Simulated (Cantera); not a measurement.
Charge: 1 mol SiO2, 1.7 mol HCl, 0.23 mol H2, equilibrated at 1298 K and 85.0 Pa.

Cantera equilibrium calculation (NASA polynomials, part measured and part estimated; ideal gas, pure solids and liquids). Candidate condensed phases: H2O, Si, SiO2; 30 gas species. The tables hold silica as quartz up to 1696 K and as liquid above; real silica turns to tridymite and cristobalite and melts near 1996 K. Kinetics and transport are ignored.

Base state: HCl 0.881, H2 0.119, Cl 7.91e-5, H2O 6.15e-5, SiCl4 1.98e-5, H 1.27e-5 (mole fractions); condensed: SiO2(β-quartz).

Q: What changes in the equilibrium state with this change: SiO2 replaced by CaO?

A: 
```csv
species,before,after
HCl,0.881,0.518
H2O,6.15e-5,0.273
H2,0.119,0.144
CaCl2,0,0.0654
SiCl4,1.98e-5,0
Cl,7.91e-5,4.23e-5
H,1.27e-5,1.39e-5
"SiO2(β-quartz), mol",1.000,0
"CaCl2(l), mol",0,0.332
"CaO(s), mol",0,0.564
```
Mutual solubility and eutectic melting of coexisting phases are not modelled. Condensed phases not in the tables: oxide chlorides. Further candidate phases: Ca, CaCl2, CaO, Ca(OH)2.
